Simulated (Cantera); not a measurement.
A perfectly stirred reactor is fed with CH₄ : C₂H₆ : O₂ : N₂ = 1 : 0.71 : 6.06 : 22.8 (molar parts), at 12800 Torr; it is adiabatic with a 750 K inlet, and is followed from long to short residence time, starting on the burning branch (τ in s: 0.041, 0.018, 0.0078, 0.0034, 0.0015, 0.00065, 0.00029, 0.00013, 5.5e-05, 2.4e-05, 1e-05, 4.6e-06).

Computed with Cantera and GRI-Mech 3.0 (53 species, 325 reactions). The pressure lies above the range GRI-Mech 3.0 was tuned for (to about 10 atm).

x: mole fraction; the columns are a selection and need not sum to one.

```
τ (s)    T (K)     x CH₄    x C₂H₆    x O₂    x C₂H₄     x OH      x NO
-------  -----  --------  --------  ------  --------  -------  --------
0.041     2262   3.43e-7   3.27e-8  0.0489   1.01e-7  0.00252   0.00352
0.018     2265   7.63e-7   7.32e-8  0.0495   2.25e-7  0.00257   0.00230
0.0078    2266   1.71e-6   1.66e-7  0.0500   5.08e-7  0.00262   0.00133
0.0034    2265   3.74e-6   3.72e-7  0.0504   1.13e-6  0.00271  0.000719
0.0015    2262   7.86e-6   8.18e-7  0.0507   2.46e-6  0.00285  0.000395
0.00065   2255       ___       ___  0.0511       ___      ___       ___
0.00029   2242   2.99e-5   3.71e-6  0.0518   1.04e-5  0.00352  0.000149
0.00013   2221   5.47e-5   7.50e-6  0.0528   1.95e-5  0.00403  0.000103
5.5e-5    2184       ___       ___  0.0548       ___  0.00458       ___
2.4e-5    2127  0.000223   3.54e-5  0.0584   6.60e-5  0.00482   4.39e-5
1.0e-5    2003  0.000740  0.000118  0.0680  0.000181  0.00363   1.64e-5
4.6e-6     750    0.0327    0.0232   0.198    <1e-12   <1e-12    <1e-12
```

Complete the blanks.


- 0.00065, x CH₄: 1.59e-5
- 0.00065, x C₂H₆: 1.79e-6
- 0.00065, x C₂H₄: 5.27e-6
- 0.00065, x OH: 0.00312
- 0.00065, x NO: 0.000230
- 5.5e-5, x CH₄: 0.000107
- 5.5e-5, x C₂H₆: 1.60e-5
- 5.5e-5, x C₂H₄: 3.61e-5
- 5.5e-5, x NO: 6.96e-5
